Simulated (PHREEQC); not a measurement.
A solution holds 0.013 mol/kgw (NH4)2HPO4, at 65 °C. Closed to the air; pH follows from the charge balance.

The numbers come from PHREEQC with the ion-association model, wateq4f.dat.

This is a speciation only: nothing precipitates in the calculation.

Q: Predict the pH.

A: pH 7.39.

Q: In which forms is P present?

A: HPO4-2 76 %, H2PO4- 24 % of the P.

Complexes and solids missing from the database can't appear. H3PO4, which wateq4f.dat lacks, is added to it with the constant of phreeqc.dat. Constants without temperature data keep their 25 °C values here.
